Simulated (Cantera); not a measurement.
A closed system holds: 1 mol Al, a varied amount of NH₃, 94 mol N₂, 1.8 mol HCl, equilibrated at 1823.15 K and 0.240 bar.

These are equilibrium values from Cantera (NASA tables, ideal gas, pure condensed phases), not measurements of a reactor. Candidate condensed phases: Al, AlCl₃, AlN, NH₄Cl; 20 gas species. Kinetics and transport are ignored.

### Question
Which condensed phases are stable at each of these points (n(NH₃) (mol)): 0.81, 1.1, 1.4, 1.9, 2.5, 3.3, 4.3, 5.7, 7.5, 9.9?

### Answer
```json
[
 {"n(NH₃) (mol)": "0.81", "condensed phases": "gas only", "Al condensed (%)": "0.0"},
 {"n(NH₃) (mol)": "1.1", "condensed phases": "gas only", "Al condensed (%)": "0.0"},
 {"n(NH₃) (mol)": "1.4", "condensed phases": "gas only", "Al condensed (%)": "0.0"},
 {"n(NH₃) (mol)": "1.9", "condensed phases": "gas only", "Al condensed (%)": "0.0"},
 {"n(NH₃) (mol)": "2.5", "condensed phases": "gas only", "Al condensed (%)": "0.0"},
 {"n(NH₃) (mol)": "3.3", "condensed phases": "gas only", "Al condensed (%)": "0.0"},
 {"n(NH₃) (mol)": "4.3", "condensed phases": "gas only", "Al condensed (%)": "0.0"},
 {"n(NH₃) (mol)": "5.7", "condensed phases": "gas only", "Al condensed (%)": "0.0"},
 {"n(NH₃) (mol)": "7.5", "condensed phases": "AlN(s)", "Al condensed (%)": "2.1"},
 {"n(NH₃) (mol)": "9.9", "condensed phases": "AlN(s)", "Al condensed (%)": "5.7"}
]
```

From 0.81 mol NH₃ to 5.7 mol NH₃ nothing is condensed. From 7.5 mol NH₃ to 9.9 mol NH₃ the condensed part is AlN(s).
